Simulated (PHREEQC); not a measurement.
Dissolve 0.0077 mol HF, 4.3e-05 mol (NH4)2SiF6, 0.05 mol H3AsO4 and 0.12 mol H2SO4 per kg of water at 25 °C. Closed to the air; pH follows from the charge balance.

All values are PHREEQC results (ion-association model, wateq4f.dat), not measurements.

Precipitation was switched off in this run.

Problem. Estimate the pH.

Solution. pH 0.94.

Problem. In which forms is N present?

Solution. NH4+ 92 %, NH4SO4- 7.8 % of the N.

Species that the database lacks are ignored. SiF6-2 is the database's only silicon fluoride.
